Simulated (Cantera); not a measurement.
A freely propagating, adiabatic, planar premixed flame of 3.90 % C3H8, 22.4 % O2, 71.7 % N2, 2.03 % H2O, unburnt at 450 K and 9.67 atm; multicomponent+Soret transport, grid criteria slope 0.08 and curve 0.16, no radiation.

Detailed kinetics in Cantera: GRI-Mech 3.0 (53 species, 325 reactions). GRI-Mech 3.0 was tuned for natural gas; its chemistry of propane as a main component is partial and can be far from experiment. Burning velocities carry a grid error of a few per cent, more on coarse grids.

x: mole fraction of selected species; z is measured from the peak of heat release.

| z (mm) | T (K) | u (m/s) | x C3H8 | x O2 | x H2O | x NO | x CH2 | x OH |
|---|---|---|---|---|---|---|---|---|
| -0.143 | 450 | 0.527 | 0.0389 | 0.224 | 0.0203 | <1e-8 | <1e-8 | <1e-8 |
| -0.0956 | 452 | 0.530 | 0.0390 | 0.224 | 0.0206 | <1e-8 | <1e-8 | <1e-8 |
| -0.0717 | 461 | 0.541 | 0.0390 | 0.223 | 0.0217 | <1e-8 | <1e-8 | <1e-8 |
| -0.0478 | 525 | 0.618 | 0.0392 | 0.217 | 0.0285 | 8.31e-8 | <1e-8 | ? |
| -0.0239 | 925 | 1.11 | 0.0307 | 0.176 | 0.0640 | 1.52e-6 | <1e-8 | ? |
| -0.0120 | 1354 | 1.67 | 0.0128 | 0.129 | 0.100 | 4.82e-6 | 1.32e-6 | ? |
| 0 | 1796 | 2.26 | 0.000419 | 0.0796 | 0.136 | 1.01e-5 | 2.67e-5 | ? |
| 0.0120 | 2017 | 2.53 | 2.07e-7 | 0.0534 | 0.151 | 1.74e-5 | 1.10e-5 | ? |
| 0.0239 | 2119 | 2.64 | <1e-8 | 0.0434 | 0.155 | 2.41e-5 | 7.13e-7 | 0.00729 |
| 0.0478 | 2229 | 2.75 | <1e-8 | 0.0360 | 0.158 | 3.42e-5 | <1e-8 | 0.00740 |
| 0.0956 | 2320 | 2.85 | <1e-8 | 0.0313 | 0.163 | 4.89e-5 | <1e-8 | ? |
| 0.191 | 2372 | 2.90 | <1e-8 | 0.0287 | 0.166 | 7.02e-5 | <1e-8 | ? |
| 0.382 | 2390 | 2.92 | <1e-8 | 0.0277 | 0.167 | 0.000105 | <1e-8 | ? |

### Question
Complete the blanks.

### Answer

- -0.0478, x OH: 6.33e-8
- -0.0239, x OH: 7.51e-6
- -0.0120, x OH: 0.000123
- 0, x OH: 0.00181
- 0.0120, x OH: 0.00558
- 0.0956, x OH: 0.00622
- 0.191, x OH: 0.00503
- 0.382, x OH: 0.00455
